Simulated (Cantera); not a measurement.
Charge: 1 mol SiC, 0.021 mol Si, 0.075 mol H2, 0.02 mol C, at 2450 °C.

Method: chemical equilibrium by Gibbs-energy minimisation in Cantera with the NASA 1993 tables (ideal gas, pure condensed phases). Candidate condensed phases: C, C6H6, C7H8, C8H18, Si, SiC; 87 gas species. Mutual solubility and eutectic melting of coexisting phases are not modelled. Gases not in the tables: Si2H6 and higher silanes. Equilibrium is a limit: real reactors are often held back by kinetics, nucleation or transport.

### Question
Which condensed phases are stable at each of these points (P (Pa)): 1, 4.60, 22, 100, 460, 2200, 10000, 46000, 220000, 1000000?

### Answer
| P (Pa) | condensed phases | Si condensed (%) |
|---|---|---|
| 1 | gas only | 0.0 |
| 4.60 | gas only | 0.0 |
| 22 | C(graphite) | 0.0 |
| 100 | C(graphite) | 0.0 |
| 460 | C(graphite) | 0.0 |
| 2200 | C(graphite) + SiC(s) | 77.2 |
| 10000 | C(graphite) + SiC(s) | 98.4 |
| 46000 | SiC(s) | 99.6 |
| 220000 | Si(l) + SiC(s) | 99.8 |
| 1000000 | Si(l) + SiC(s) | 99.9 |

From 0.00750 Torr to 0.0345 Torr nothing is condensed. From 0.165 Torr to 3.45 Torr the condensed part is C(graphite). From 16.5 Torr to 75.0 Torr the condensed part is C(graphite) + SiC(s). At 345 Torr the condensed part is SiC(s). From 1650 Torr to 7500 Torr the condensed part is Si(l) + SiC(s).
